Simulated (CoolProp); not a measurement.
Propyne along the isotherm 200.85 °C: Z from the reference equation and from simpler models built on Tc = 129.6 °C, pc = 5658 kPa, ω = 0.204; each cubic takes its own stable root.

Computed with CoolProp (reference Helmholtz-energy equation of state, Polt 1992). This equation is an older, rougher fit; its heat capacities, sound speeds and derivatives of the liquid may be far off and weren't checked against measurements.

```csv
p (kPa),phase,reference,van der Waals,Peng-Robinson
943,gas,0.9650,0.9661,0.9619
1890,gas,0.9291,0.9303,0.9232
2830,gas,0.8926,0.8926,0.8844
3770,gas,0.8552,0.8525,0.8452
4710,gas,0.8168,0.8094,0.8057
5660,supercritical,0.7771,0.7623,0.7659
6600,supercritical,0.7369,0.7116,0.7270
7540,supercritical,0.6964,0.6568,0.6892
8490,supercritical,0.6562,0.6001,0.6532
```
